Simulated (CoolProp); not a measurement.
Saturation properties of acetone (Tc = 508.1 K, pc = 4.692 MPa, ω = 0.307).

The numbers come from the reference Helmholtz-energy equation of state, Lemmon 2006 in CoolProp. It is a short technical equation, of lower accuracy than the large ones.

| T (K) | p (MPa) | enthalpy of vaporisation (kJ/kg) | vapour Z | surface tension (mN/m) |
|---|---|---|---|---|
| 366.8 | 0.3152 | 456.9 | 0.8969 | 14.3 |
| 376.1 | 0.4014 | 444.8 | … | 13.3 |
| 385.3 | 0.5032 | 432.2 | 0.8628 | 12.2 |
| 394.6 | 0.6252 | … | 0.8432 | … |
| 403.8 | 0.7667 | 404.9 | 0.8219 | 10.1 |
| 413.1 | 0.9332 | 389.9 | 0.7984 | 9.05 |
| 422.3 | 1.123 | 374.1 | 0.7732 | 8.04 |
| 431.6 | … | 357.0 | 0.7453 | 7.04 |
| 440.9 | 1.596 | 338.4 | 0.7149 | 6.06 |
| 450.1 | 1.879 | 318.4 | 0.6820 | 5.11 |
| 459.4 | 2.203 | … | … | 4.17 |
| 468.6 | … | 271.3 | 0.6051 | 3.27 |
| 477.9 | 2.973 | 242.7 | 0.5592 | 2.40 |

Fill in the missing entries.


- 376.1, vapour Z: 0.8806
- 394.6, enthalpy of vaporisation (kJ/kg): 418.8
- 394.6, surface tension (mN/m): 11.1
- 431.6, p (MPa): 1.344
- 459.4, enthalpy of vaporisation (kJ/kg): 296.1
- 459.4, vapour Z: 0.6454
- 468.6, p (MPa): 2.563

It boils at 329.2 K under 1 atm.

Surface tension comes from a separate correlation (Mulero 2012).
